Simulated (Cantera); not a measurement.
A diamond (100) surface in a fixed gas of H2 with x(CH4) = 0.0065, x(H) = 0.0016, x(CH3) = 0.0012, at 1025 K; coverages are run to steady state.

Detailed kinetics in Cantera: the Harris–Goodwin 1993 mechanism for the reconstructed diamond (100) surface.

θ: site fractions in the mechanism's names (c6HH fully hydrogenated, c6H* and c6*H radical sites, c6** diradical, c6HM methylated).

| P (Pa) | growth (µm/h) | θ c6HH | θ c6H* | θ c6*H | θ c6** | θ c6HM |
|---|---|---|---|---|---|---|
| 400 | … | 0.512 | 0.0180 | 0.345 | 0.00823 | 0.0815 |
| 710 | … | 0.487 | 0.0171 | 0.327 | 0.00780 | 0.114 |
| 1300 | … | 0.460 | 0.0161 | 0.308 | 0.00735 | 0.147 |
| 2300 | … | 0.439 | 0.0153 | 0.293 | 0.00698 | 0.175 |
| 4100 | … | 0.422 | 0.0147 | 0.281 | 0.00671 | 0.195 |
| 7300 | … | 0.411 | 0.0143 | 0.273 | 0.00652 | 0.209 |
| 13000 | … | 0.405 | 0.0141 | 0.268 | 0.00641 | 0.218 |
| 24000 | … | 0.400 | 0.0139 | 0.265 | 0.00634 | 0.223 |

**Question.** What belongs in the gaps?

**Answer.** 
- 400, growth (µm/h): 0.664
- 710, growth (µm/h): 1.60
- 1300, growth (µm/h): 3.74
- 2300, growth (µm/h): 7.78
- 4100, growth (µm/h): 15.4
- 7300, growth (µm/h): 29.4
- 13000, growth (µm/h): 54.4
- 24000, growth (µm/h): 103
